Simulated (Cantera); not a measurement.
What does this Cantera script print?

```python
import numpy as np
import cantera as ct

gas_names = """
    CL CLO CL2 Fe FeCL FeCL2 FeCL3 FeO Fe2CL4 Fe2CL6 O O2 O3
""".split()
cond_names = """
    Fe(a) Fe(c) Fe(d) Fe(L) FeCL2(s) FeCL2(L) FeCL3(s) FeCL3(L) FeO(s) FeO(L) Fe2O3(s) Fe3O4(s)
""".split()


# ... load() reads the species with a 1 bar reference pressure and builds the phases ...
atoms = {
    'Fe2O3': {'Fe': 2, 'O': 3},
    'Cl2': {'CL': 2},
    'O2': {'O': 2},
}
top_T = {'Fe2O3(s)': 1830, 'Fe3O4(s)': 1870}  # K; cautious upper limits of use, not melting points


# ... equilibrate(T, P, feed) seeds the gas with the atoms and calls Mixture.equilibrate('TP', solver="vcs", rtol=1e-11, max_steps=5000) ...
results = []
feed = {'Fe2O3': 1, 'Cl2': 1.3, 'O2': 0.058}  # mol
P = 56000  # Pa
for T in [898, 973, 1048, 1123, 1198, 1273, 1348, 1423, 1498]:
    mix = equilibrate(T, P, feed)
    results.append((T, P, feed, dict(zip(mix.species_names, mix.species_moles))))
    x = sorted(zip(gas.X, gas.species_names), reverse=True)
    print(f"T = {T:g} K  P = {P:g} Pa  gas = {mix.phase_moles(0):.4g} mol")
    print("   x: " + "  ".join(f"{s} {v:.3e}" for v, s in x if v > 0.001))
    print("   condensed (mol): " + ("  ".join(f"{mix.phase(i).name} {mix.phase_moles(i):.4g}"
          for i in range(1, mix.n_phases) if mix.phase_moles(i) > 1e-12) or "none"))
```

Result:

```
T = 898 K  P = 56000 Pa  gas = 1.36 mol
   x: CL2 9.479e-01  O2 4.675e-02  FeCL3 5.089e-03
   condensed (mol): Fe2O3(s) 0.9963
T = 973 K  P = 56000 Pa  gas = 1.364 mol
   x: CL2 9.222e-01  O2 5.774e-02  FeCL3 1.900e-02
   condensed (mol): Fe2O3(s) 0.9861
T = 1048 K  P = 56000 Pa  gas = 1.375 mol
   x: CL2 8.679e-01  O2 8.082e-02  FeCL3 4.861e-02  Fe2CL6 1.231e-03
   condensed (mol): Fe2O3(s) 0.9646
T = 1123 K  P = 56000 Pa  gas = 1.394 mol
   x: CL2 7.823e-01  O2 1.168e-01  FeCL3 9.471e-02  CL 2.368e-03  FeCL2 2.182e-03  Fe2CL6 1.665e-03
   condensed (mol): Fe2O3(s) 0.9301
T = 1198 K  P = 56000 Pa  gas = 1.423 mol
   x: CL2 6.706e-01  O2 1.630e-01  FeCL3 1.516e-01  FeCL2 7.899e-03  CL 5.065e-03  Fe2CL6 1.744e-03
   condensed (mol): Fe2O3(s) 0.884
T = 1273 K  P = 56000 Pa  gas = 1.465 mol
   x: CL2 5.442e-01  O2 2.144e-01  FeCL3 2.071e-01  FeCL2 2.299e-02  CL 9.564e-03  Fe2CL6 1.490e-03
   condensed (mol): Fe2O3(s) 0.8292
T = 1348 K  P = 56000 Pa  gas = 1.527 mol
   x: CL2 4.162e-01  O2 2.654e-01  FeCL3 2.452e-01  FeCL2 5.555e-02  CL 1.616e-02  Fe2CL6 1.050e-03
   condensed (mol): Fe2O3(s) 0.7684
T = 1423 K  P = 56000 Pa  gas = 1.617 mol
   x: O2 3.112e-01  CL2 2.978e-01  FeCL3 2.518e-01  FeCL2 1.132e-01  CL 2.468e-02
   condensed (mol): Fe2O3(s) 0.7031
T = 1498 K  P = 56000 Pa  gas = 1.741 mol
   x: O2 3.485e-01  FeCL3 2.225e-01  CL2 1.974e-01  FeCL2 1.958e-01  CL 3.422e-02
   condensed (mol): Fe2O3(s) 0.634
```

Method: chemical equilibrium by Gibbs-energy minimisation in Cantera with the NASA 1993 tables (ideal gas, pure condensed phases). Condensed phases not in the tables: FeOCl.
